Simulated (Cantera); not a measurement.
## N2O furnace oxynitridation

An isothermal, constant-pressure homogeneous reactor starts with 38.5 % N2O, 61.5 % O2, at 1575 K and 74.3 Torr.

Model: GRI-Mech 3.0 (53 species, 325 reactions), integrated in Cantera. GRI-Mech 3.0 was tuned for natural gas; its chemistry of N2O as a main component is partial and can be far from experiment. The temperature is held fixed by assumption; the heat of reaction is taken as removed at once.

```
t (s)       x N2O   x O2      x N2       x O     x NO2      x NO
--------  -------  -----  --------  --------  --------  --------
4.00e-5     0.384  0.615  0.000123   7.26e-5  7.24e-11   1.68e-5
9.19e-5     0.384  0.615  0.000320  0.000114  8.90e-10   6.87e-5
0.000211    0.383  0.615  0.000823  0.000138   8.49e-9  0.000229
0.000486    0.382  0.615   0.00201  0.000141   5.88e-8  0.000626
0.00112     0.378  0.616   0.00473  0.000141   3.22e-7   0.00153
0.00257     0.370  0.616    0.0108  0.000141   1.46e-6   0.00358
0.00590     0.351  0.617    0.0243  0.000141   5.29e-6   0.00808
0.0136      0.312  0.618    0.0524  0.000141   1.47e-5    0.0175
0.0312      0.239  0.621     0.104  0.000140   3.25e-5    0.0348
0.0716      0.134  0.626     0.180  0.000137   5.88e-5    0.0598
0.165      0.0391  0.630     0.249  0.000123   8.54e-5    0.0818
0.379     0.00370  0.632     0.275   6.06e-5  0.000130    0.0887
0.870     6.46e-5  0.633     0.278   2.80e-5  0.000205    0.0889
2.00      2.31e-6  0.633     0.278   2.73e-5  0.000208    0.0889
```
x: mole fraction; the columns are a selection and need not sum to one.

Equilibrium at this temperature and pressure: N2O 2.41e-8, O2 0.676, N2 0.322, O 2.82e-5, NO2 4.85e-6, NO 0.00200 (gas phase only).
